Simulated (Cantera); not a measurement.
## Adiabatic ignition

An adiabatic, constant-volume homogeneous reactor starts with CO : H₂ : O₂ : N₂ = 1 : 0.1 : 0.423 : 1.59 (molar parts), equivalence ratio 1.3, at 1075 K and 0.760 bar.

Detailed kinetics in Cantera: GRI-Mech 3.0 (53 species, 325 reactions).

```json
[
 {"t (s)": "5.00e-6", "T (K)": "1075", "P (bar)": "0.760", "x CO": "0.321", "x H₂": "0.0321", "x O₂": "0.136", "x H₂O": "6.52e-11", "x HO₂": "1.09e-10"},
 {"t (s)": "1.82e-5", "T (K)": "1075", "P (bar)": "0.760", "x CO": "0.321", "x H₂": "0.0321", "x O₂": "0.136", "x H₂O": "1.52e-9", "x HO₂": "1.26e-9"},
 {"t (s)": "6.60e-5", "T (K)": "1075", "P (bar)": "0.760", "x CO": "0.321", "x H₂": "0.0321", "x O₂": "0.136", "x H₂O": "8.84e-8", "x HO₂": "6.52e-8"},
 {"t (s)": "0.000240", "T (K)": "1153", "P (bar)": "0.812", "x CO": "0.314", "x H₂": "0.0243", "x O₂": "0.128", "x H₂O": "0.00536", "x HO₂": "4.74e-5"},
 {"t (s)": "0.000871", "T (K)": "2839", "P (bar)": "1.82", "x CO": "0.159", "x H₂": "0.00296", "x O₂": "0.0280", "x H₂O": "0.0257", "x HO₂": "4.03e-6"},
 {"t (s)": "0.00316", "T (K)": "2831", "P (bar)": "1.81", "x CO": "0.159", "x H₂": "0.00300", "x O₂": "0.0254", "x H₂O": "0.0260", "x HO₂": "3.71e-6"},
 {"t (s)": "0.0115", "T (K)": "2831", "P (bar)": "1.81", "x CO": "0.159", "x H₂": "0.00300", "x O₂": "0.0253", "x H₂O": "0.0260", "x HO₂": "3.69e-6"},
 {"t (s)": "0.0417", "T (K)": "2831", "P (bar)": "1.81", "x CO": "0.159", "x H₂": "0.00300", "x O₂": "0.0253", "x H₂O": "0.0260", "x HO₂": "3.69e-6"},
 {"t (s)": "0.152", "T (K)": "2831", "P (bar)": "1.81", "x CO": "0.159", "x H₂": "0.00300", "x O₂": "0.0253", "x H₂O": "0.0260", "x HO₂": "3.69e-6"},
 {"t (s)": "0.551", "T (K)": "2831", "P (bar)": "1.81", "x CO": "0.159", "x H₂": "0.00300", "x O₂": "0.0253", "x H₂O": "0.0260", "x HO₂": "3.69e-6"},
 {"t (s)": "2.00", "T (K)": "2831", "P (bar)": "1.81", "x CO": "0.159", "x H₂": "0.00300", "x O₂": "0.0253", "x H₂O": "0.0260", "x HO₂": "3.69e-6"}
]
```
x: mole fraction; the columns are a selection and need not sum to one.

| Property | Value |
|---|---|
| time of steepest temperature rise | 0.281 ms |
| temperature at 2.00 s | 2831 K |
| equilibrium temperature | 2831 K |
| x(CO) at 2.00 s | 0.159 (gas-phase equilibrium 0.159) |
| x(H₂) at 2.00 s | 0.00300 (gas-phase equilibrium 0.00300) |
| x(O₂) at 2.00 s | 0.0253 (gas-phase equilibrium 0.0253) |
